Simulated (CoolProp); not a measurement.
Vapour-liquid equilibrium of n-hexane (1) + o-xylene (2) at 193.55 °C; x and y are mole fractions of (1).

Values from CoolProp's multi-fluid Helmholtz-energy mixture model, Thol 2019 and Zhou 2012; pair parameters Bell 2016.

```tsv
x	bubble pressure (kPa)	y at the bubble point	dew pressure at overall composition x (kPa)	liquid density (mol/L)
0.05	384.6	0.195	333.0	6.719
0.125	482.5	0.389	357.8	6.638
0.2	578.6	0.517	386.4	6.553
0.275	673.0	0.609	419.8	6.464
0.35	766.2	0.679	459.2	6.370
0.425	858.5	0.735	506.4	6.270
0.5	950.5	0.781	563.9	6.165
0.575	1043	0.821	635.1	6.054
0.65	1137	0.857	725.0	5.934
0.725	1233	0.889	840.9	5.805
0.8	1333	0.920	992.2	5.665
0.875	1437	0.950	1190	5.511
0.95	1549	0.980	1439	5.338
```

No azeotrope shows between x = 0.05 and 0.95.

The pair parameters rest on a limited set of measurements; away from them the model extrapolates.
